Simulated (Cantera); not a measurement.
A freely propagating, adiabatic, planar premixed flame of 11.4 % CH₃OH, 15.5 % O₂, 73.1 % N₂, equivalence ratio 1.1, unburnt at 525 K and 9.10 bar; mixture-averaged transport, grid criteria slope 0.08 and curve 0.16, no radiation.

Model: GRI-Mech 3.0 (53 species, 325 reactions), integrated in Cantera. GRI-Mech 3.0 was tuned for natural gas; its chemistry of methanol as a main component is partial and can be far from experiment. Burning velocities carry a grid error of a few per cent, more on coarse grids.

x: mole fraction of selected species; z is measured from the peak of heat release.

```tsv
z (mm)	T (K)	u (m/s)	x CH₃OH	x O₂	x HCO	x CO	x H₂O₂	x C₂H₄
-0.181	525	0.462	0.114	0.155	<1e-8	1.35e-5	(withheld)	<1e-8
-0.120	529	0.467	0.113	0.154	<1e-8	0.000150	(withheld)	<1e-8
-0.0903	544	0.482	0.112	0.152	<1e-8	0.000679	(withheld)	<1e-8
-0.0602	624	0.559	0.107	0.145	<1e-8	0.00383	(withheld)	1.65e-8
-0.0301	967	0.891	0.0785	0.113	<1e-8	0.0193	(withheld)	1.16e-7
-0.0150	1311	1.24	0.0427	0.0805	2.77e-6	0.0371	(withheld)	2.52e-7
0	1696	1.64	0.00414	0.0423	8.51e-5	0.0565	(withheld)	3.93e-7
0.0150	1880	1.81	8.82e-6	0.0206	2.80e-6	0.0474	(withheld)	3.93e-8
0.0301	1972	1.88	4.36e-8	0.0114	3.42e-7	0.0369	(withheld)	<1e-8
0.0602	2063	1.96	<1e-8	0.00553	1.52e-7	0.0279	(withheld)	<1e-8
0.120	2128	2.01	<1e-8	0.00247	6.76e-8	0.0236	(withheld)	<1e-8
0.241	2164	2.04	<1e-8	0.000940	3.16e-8	0.0217	(withheld)	<1e-8
0.481	2181	2.06	<1e-8	0.000318	1.64e-8	0.0208	(withheld)	<1e-8
```

Q: Some entries are withheld; supply them.

A: 
- -0.181, x H₂O₂: 4.71e-7
- -0.120, x H₂O₂: 5.27e-6
- -0.0903, x H₂O₂: 2.38e-5
- -0.0602, x H₂O₂: 0.000133
- -0.0301, x H₂O₂: 0.000621
- -0.0150, x H₂O₂: 0.000887
- 0, x H₂O₂: 7.32e-5
- 0.0150, x H₂O₂: 1.81e-6
- 0.0301, x H₂O₂: 1.22e-6
- 0.0602, x H₂O₂: 7.30e-7
- 0.120, x H₂O₂: 3.83e-7
- 0.241, x H₂O₂: 1.68e-7
- 0.481, x H₂O₂: 6.36e-8
